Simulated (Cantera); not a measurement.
A closed system holds: 1 mol Ta(OEt)5, 1.3 mol CO2, equilibrated at 1150 K and 1.00 bar.

Cantera equilibrium calculation (NASA polynomials, part measured and part estimated; ideal gas, pure solids and liquids). The feed counts by its element totals alone. Rates play no part.

```csv
species,before,after
H2,0.695,0.611
CO,0.281,0.376
H,6.22e-8,0.00966
CH4,0.0113,7.28e-5
C2H2 (acetylene),2.69e-8,0.00334
CO2,0.00312,8.95e-7
CH3,1.89e-8,2.14e-5
H2O,0.00917,8.35e-6
"C(graphite), mol",6.22,2.56
"Ta2O5(s), mol",0.500,0
"TaC(s), mol",0,1.00
```
Gas species are given as mole fractions.

Task: What was changed between the two runs?
A) temperature from 1150 K to 2348.15 K
B) temperature from 1150 K to 1000 K
C) temperature from 1150 K to 2648 K
D) pressure from 1.00 bar to 0.00133 bar

Result: A, temperature from 1150 K to 2348.15 K. TaC: taken at fixed stoichiometry. Condensed phases not in the tables: Ta2C
